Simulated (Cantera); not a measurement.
CHF3 + HCl + H2 (fluorocarbon and chlorocarbon gases)

Feed: 1 mol CHF3, 1.3 mol HCl, 0.41 mol H2, held at 1.40 Pa.

These are equilibrium values from Cantera (NASA tables, ideal gas, pure condensed phases), not measurements of a reactor. Candidate condensed phases: C, C6H6, C7H8, C8H18; 135 gas species. Ions and electrons are included (thermal ionisation). The numbers say what is thermodynamically allowed, not how fast it happens.

At 2227 °C the condensed part is C(graphite). From 2727 °C to 4727 °C nothing is condensed. The main C-bearing gas is C3 at 2227 °C and C at 4727 °C.

| T (°C) | x H | x F | x HF | x Cl | x C | x C3 | x CF | n C(graphite) |
|---|---|---|---|---|---|---|---|---|
| 2227 | 0.194 | 0.170 | 0.350 | 0.227 | 0.0119 | 0.0355 | 0.00556 | 0.250 |
| 2727 | 0.365 | 0.349 | 0.0116 | 0.157 | 0.113 | 0.000678 | 0.00126 | 0 |
| 3227 | 0.370 | 0.356 | 0.000393 | 0.154 | 0.119 | 3.65e-7 | 5.54e-5 | 0 |
| 3727 | 0.370 | 0.356 | 3.00e-5 | 0.154 | 0.119 | 1.14e-9 | 5.00e-6 | 0 |
| 4227 | 0.370 | 0.356 | 4.03e-6 | 0.154 | 0.118 | 1.25e-11 | 7.57e-7 | 0 |
| 4727 | 0.368 | 0.354 | 7.97e-7 | 0.153 | 0.113 | <1e-12 | 1.61e-7 | 0 |
x: gas mole fraction; n: condensed amount in mol.
